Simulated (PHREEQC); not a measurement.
A column of 0.1 m (40 cells, dispersivity 0.008 m, 3600 s a shift, diffusion coefficient 3e-10 m²/s) holds 0.15 eq of the database's cation exchanger X per kg of pore water, first in equilibrium with 0.006 mol SrCl2, 0.00047 mol MgCl2 and 1e-05 mol HCl per kg of water. It is flushed with 0.00014 mol PbCl2, 0.06 mol BaCl2, 0.0028 mol KBr and 1e-05 mol HCl per kg of water, at 15 °C. Values are for the last cell. The system is closed to CO2. No solid was allowed to form.

Equilibrium calculation in PHREEQC: ion-association model, phreeqc.dat.

```json
[
 {"pore volumes": "0", "Ba in solution (mol/kgw)": "0", "Br in solution (mol/kgw)": "0", "K in solution (mol/kgw)": "0", "Pb in solution (mol/kgw)": "0", "Mg in solution (mol/kgw)": "0.000470", "KX on the exchanger (mol/kgw)": "0", "PbX2 on the exchanger (mol/kgw)": "0"},
 {"pore volumes": "0.1625", "Ba in solution (mol/kgw)": "0", "Br in solution (mol/kgw)": "2.32e-10", "K in solution (mol/kgw)": "0", "Pb in solution (mol/kgw)": "0", "Mg in solution (mol/kgw)": "0.000470", "KX on the exchanger (mol/kgw)": "0", "PbX2 on the exchanger (mol/kgw)": "0"},
 {"pore volumes": "0.4625", "Ba in solution (mol/kgw)": "0", "Br in solution (mol/kgw)": "9.73e-5", "K in solution (mol/kgw)": "5.74e-11", "Pb in solution (mol/kgw)": "0", "Mg in solution (mol/kgw)": "0.000609", "KX on the exchanger (mol/kgw)": "1.86e-10", "PbX2 on the exchanger (mol/kgw)": "0"},
 {"pore volumes": "0.6125", "Ba in solution (mol/kgw)": "1.00e-9", "Br in solution (mol/kgw)": "0.000402", "K in solution (mol/kgw)": "6.30e-8", "Pb in solution (mol/kgw)": "6.52e-12", "Mg in solution (mol/kgw)": "0.00104", "KX on the exchanger (mol/kgw)": "1.56e-7", "PbX2 on the exchanger (mol/kgw)": "3.66e-11"},
 {"pore volumes": "0.9125", "Ba in solution (mol/kgw)": "9.98e-5", "Br in solution (mol/kgw)": "0.00136", "K in solution (mol/kgw)": "2.49e-5", "Pb in solution (mol/kgw)": "1.02e-6", "Mg in solution (mol/kgw)": "0.00223", "KX on the exchanger (mol/kgw)": "4.05e-5", "PbX2 on the exchanger (mol/kgw)": "1.95e-6"},
 {"pore volumes": "1.062", "Ba in solution (mol/kgw)": "0.000830", "Br in solution (mol/kgw)": "0.00178", "K in solution (mol/kgw)": "9.47e-5", "Pb in solution (mol/kgw)": "6.93e-6", "Mg in solution (mol/kgw)": "0.00243", "KX on the exchanger (mol/kgw)": "0.000137", "PbX2 on the exchanger (mol/kgw)": "9.72e-6"},
 {"pore volumes": "1.212", "Ba in solution (mol/kgw)": "0.00294", "Br in solution (mol/kgw)": "0.00211", "K in solution (mol/kgw)": "0.000228", "Pb in solution (mol/kgw)": "2.00e-5", "Mg in solution (mol/kgw)": "0.00232", "KX on the exchanger (mol/kgw)": "0.000307", "PbX2 on the exchanger (mol/kgw)": "2.28e-5"},
 {"pore volumes": "1.512", "Ba in solution (mol/kgw)": "0.0115", "Br in solution (mol/kgw)": "0.00251", "K in solution (mol/kgw)": "0.000645", "Pb in solution (mol/kgw)": "5.65e-5", "Mg in solution (mol/kgw)": "0.00170", "KX on the exchanger (mol/kgw)": "0.000800", "PbX2 on the exchanger (mol/kgw)": "5.13e-5"},
 {"pore volumes": "1.663", "Ba in solution (mol/kgw)": "0.0169", "Br in solution (mol/kgw)": "0.00261", "K in solution (mol/kgw)": "0.000888", "Pb in solution (mol/kgw)": "7.36e-5", "Mg in solution (mol/kgw)": "0.00137", "KX on the exchanger (mol/kgw)": "0.00108", "PbX2 on the exchanger (mol/kgw)": "6.30e-5"},
 {"pore volumes": "1.812", "Ba in solution (mol/kgw)": "0.0224", "Br in solution (mol/kgw)": "0.00268", "K in solution (mol/kgw)": "0.00113", "Pb in solution (mol/kgw)": "8.81e-5", "Mg in solution (mol/kgw)": "0.00108", "KX on the exchanger (mol/kgw)": "0.00136", "PbX2 on the exchanger (mol/kgw)": "7.26e-5"},
 {"pore volumes": "2.112", "Ba in solution (mol/kgw)": "0.0325", "Br in solution (mol/kgw)": "0.00275", "K in solution (mol/kgw)": "0.00157", "Pb in solution (mol/kgw)": "0.000109", "Mg in solution (mol/kgw)": "0.000639", "KX on the exchanger (mol/kgw)": "0.00186", "PbX2 on the exchanger (mol/kgw)": "8.64e-5"},
 {"pore volumes": "2.263", "Ba in solution (mol/kgw)": "0.0367", "Br in solution (mol/kgw)": "0.00277", "K in solution (mol/kgw)": "0.00176", "Pb in solution (mol/kgw)": "0.000116", "Mg in solution (mol/kgw)": "0.000486", "KX on the exchanger (mol/kgw)": "0.00207", "PbX2 on the exchanger (mol/kgw)": "9.11e-5"},
 {"pore volumes": "2.413", "Ba in solution (mol/kgw)": "0.0405", "Br in solution (mol/kgw)": "0.00278", "K in solution (mol/kgw)": "0.00193", "Pb in solution (mol/kgw)": "0.000122", "Mg in solution (mol/kgw)": "0.000367", "KX on the exchanger (mol/kgw)": "0.00226", "PbX2 on the exchanger (mol/kgw)": "9.48e-5"},
 {"pore volumes": "2.712", "Ba in solution (mol/kgw)": "0.0465", "Br in solution (mol/kgw)": "0.00279", "K in solution (mol/kgw)": "0.00220", "Pb in solution (mol/kgw)": "0.000130", "Mg in solution (mol/kgw)": "0.000207", "KX on the exchanger (mol/kgw)": "0.00257", "PbX2 on the exchanger (mol/kgw)": "9.99e-5"},
 {"pore volumes": "2.862", "Ba in solution (mol/kgw)": "0.0488", "Br in solution (mol/kgw)": "0.00280", "K in solution (mol/kgw)": "0.00230", "Pb in solution (mol/kgw)": "0.000132", "Mg in solution (mol/kgw)": "0.000155", "KX on the exchanger (mol/kgw)": "0.00269", "PbX2 on the exchanger (mol/kgw)": "0.000102"},
 {"pore volumes": "3.163", "Ba in solution (mol/kgw)": "0.0524", "Br in solution (mol/kgw)": "0.00280", "K in solution (mol/kgw)": "0.00246", "Pb in solution (mol/kgw)": "0.000135", "Mg in solution (mol/kgw)": "8.59e-5", "KX on the exchanger (mol/kgw)": "0.00287", "PbX2 on the exchanger (mol/kgw)": "0.000104"},
 {"pore volumes": "3.312", "Ba in solution (mol/kgw)": "0.0537", "Br in solution (mol/kgw)": "0.00280", "K in solution (mol/kgw)": "0.00252", "Pb in solution (mol/kgw)": "0.000137", "Mg in solution (mol/kgw)": "6.39e-5", "KX on the exchanger (mol/kgw)": "0.00295", "PbX2 on the exchanger (mol/kgw)": "0.000105"},
 {"pore volumes": "3.462", "Ba in solution (mol/kgw)": "0.0549", "Br in solution (mol/kgw)": "0.00280", "K in solution (mol/kgw)": "0.00257", "Pb in solution (mol/kgw)": "0.000137", "Mg in solution (mol/kgw)": "4.74e-5", "KX on the exchanger (mol/kgw)": "0.00300", "PbX2 on the exchanger (mol/kgw)": "0.000105"},
 {"pore volumes": "3.763", "Ba in solution (mol/kgw)": "0.0566", "Br in solution (mol/kgw)": "0.00280", "K in solution (mol/kgw)": "0.00265", "Pb in solution (mol/kgw)": "0.000138", "Mg in solution (mol/kgw)": "2.61e-5", "KX on the exchanger (mol/kgw)": "0.00309", "PbX2 on the exchanger (mol/kgw)": "0.000106"},
 {"pore volumes": "3.913", "Ba in solution (mol/kgw)": "0.0572", "Br in solution (mol/kgw)": "0.00280", "K in solution (mol/kgw)": "0.00268", "Pb in solution (mol/kgw)": "0.000139", "Mg in solution (mol/kgw)": "1.93e-5", "KX on the exchanger (mol/kgw)": "0.00312", "PbX2 on the exchanger (mol/kgw)": "0.000106"},
 {"pore volumes": "4.213", "Ba in solution (mol/kgw)": "0.0581", "Br in solution (mol/kgw)": "0.00280", "K in solution (mol/kgw)": "0.00272", "Pb in solution (mol/kgw)": "0.000139", "Mg in solution (mol/kgw)": "1.06e-5", "KX on the exchanger (mol/kgw)": "0.00317", "PbX2 on the exchanger (mol/kgw)": "0.000107"},
 {"pore volumes": "4.362", "Ba in solution (mol/kgw)": "0.0585", "Br in solution (mol/kgw)": "0.00280", "K in solution (mol/kgw)": "0.00273", "Pb in solution (mol/kgw)": "0.000140", "Mg in solution (mol/kgw)": "7.83e-6", "KX on the exchanger (mol/kgw)": "0.00319", "PbX2 on the exchanger (mol/kgw)": "0.000107"},
 {"pore volumes": "4.513", "Ba in solution (mol/kgw)": "0.0588", "Br in solution (mol/kgw)": "0.00280", "K in solution (mol/kgw)": "0.00275", "Pb in solution (mol/kgw)": "0.000140", "Mg in solution (mol/kgw)": "5.79e-6", "KX on the exchanger (mol/kgw)": "0.00320", "PbX2 on the exchanger (mol/kgw)": "0.000107"},
 {"pore volumes": "4.812", "Ba in solution (mol/kgw)": "0.0592", "Br in solution (mol/kgw)": "0.00280", "K in solution (mol/kgw)": "0.00277", "Pb in solution (mol/kgw)": "0.000140", "Mg in solution (mol/kgw)": "3.16e-6", "KX on the exchanger (mol/kgw)": "0.00323", "PbX2 on the exchanger (mol/kgw)": "0.000107"},
 {"pore volumes": "4.963", "Ba in solution (mol/kgw)": "0.0593", "Br in solution (mol/kgw)": "0.00280", "K in solution (mol/kgw)": "0.00277", "Pb in solution (mol/kgw)": "0.000140", "Mg in solution (mol/kgw)": "2.34e-6", "KX on the exchanger (mol/kgw)": "0.00323", "PbX2 on the exchanger (mol/kgw)": "0.000107"}
]
```
